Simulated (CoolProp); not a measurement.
Saturation properties of carbon monoxide (Tc = 132.9 K, pc = 3498 kPa, ω = 0.050).

Values from CoolProp's reference Helmholtz-energy equation of state, Lemmon 2006. It is a short technical equation, of lower accuracy than the large ones.

```json
[
 {"T (K)": "98.5", "p (kPa)": "486.4", "liquid density (kg/m³)": "713.3", "enthalpy of vaporisation (kJ/kg)": "187.2", "liquid cp (kJ/(kg K))": "?", "surface tension (mN/m)": "6.02"},
 {"T (K)": "101.9", "p (kPa)": "624.9", "liquid density (kg/m³)": "695.1", "enthalpy of vaporisation (kJ/kg)": "180.3", "liquid cp (kJ/(kg K))": "?", "surface tension (mN/m)": "5.34"},
 {"T (K)": "105.3", "p (kPa)": "789.9", "liquid density (kg/m³)": "676.0", "enthalpy of vaporisation (kJ/kg)": "172.8", "liquid cp (kJ/(kg K))": "2.415", "surface tension (mN/m)": "4.67"},
 {"T (K)": "108.7", "p (kPa)": "984.0", "liquid density (kg/m³)": "?", "enthalpy of vaporisation (kJ/kg)": "164.5", "liquid cp (kJ/(kg K))": "2.513", "surface tension (mN/m)": "4.02"},
 {"T (K)": "112.1", "p (kPa)": "?", "liquid density (kg/m³)": "633.7", "enthalpy of vaporisation (kJ/kg)": "155.3", "liquid cp (kJ/(kg K))": "2.643", "surface tension (mN/m)": "3.38"},
 {"T (K)": "115.5", "p (kPa)": "1471", "liquid density (kg/m³)": "610.0", "enthalpy of vaporisation (kJ/kg)": "144.9", "liquid cp (kJ/(kg K))": "2.824", "surface tension (mN/m)": "2.75"},
 {"T (K)": "118.9", "p (kPa)": "1771", "liquid density (kg/m³)": "583.8", "enthalpy of vaporisation (kJ/kg)": "133.1", "liquid cp (kJ/(kg K))": "3.088", "surface tension (mN/m)": "2.14"},
 {"T (K)": "122.3", "p (kPa)": "2112", "liquid density (kg/m³)": "554.0", "enthalpy of vaporisation (kJ/kg)": "119.3", "liquid cp (kJ/(kg K))": "?", "surface tension (mN/m)": "1.55"},
 {"T (K)": "125.7", "p (kPa)": "2499", "liquid density (kg/m³)": "?", "enthalpy of vaporisation (kJ/kg)": "102.4", "liquid cp (kJ/(kg K))": "4.322", "surface tension (mN/m)": "0.994"}
]
```

Problem. Complete the blanks.

Solution. 
- 98.5, liquid cp (kJ/(kg K)): 2.282
- 101.9, liquid cp (kJ/(kg K)): 2.340
- 108.7, liquid density (kg/m³): 655.6
- 112.1, p (kPa): 1210
- 122.3, liquid cp (kJ/(kg K)): 3.513
- 125.7, liquid density (kg/m³): 518.6

It boils at 81.6 K under 1 atm.

Surface tension comes from a separate correlation (Mulero 2012).
